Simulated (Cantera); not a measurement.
A freely propagating, adiabatic, planar premixed flame of CH₄ : C₂H₆ : C₃H₈ : O₂ : N₂ = 1 : 0.041 : 0.039 : 1.8 : 8.63 (molar parts), equivalence ratio 1.3, unburnt at 500 K and 9.87 atm; mixture-averaged transport, grid criteria slope 0.08 and curve 0.16, no radiation.

Computed with Cantera and GRI-Mech 3.0 (53 species, 325 reactions). Burning velocities carry a grid error of a few per cent, more on coarse grids.

**Question.** Predict: laminar burning velocity; thermal thickness; peak x(H₂); peak x(CH₂); peak x(O).

**Answer.** laminar burning velocity: 12.2 cm/s
thermal thickness: 0.195 mm
peak x(H₂): 0.0378
peak x(CH₂): 5.43e-6
peak x(O): 1.63e-5
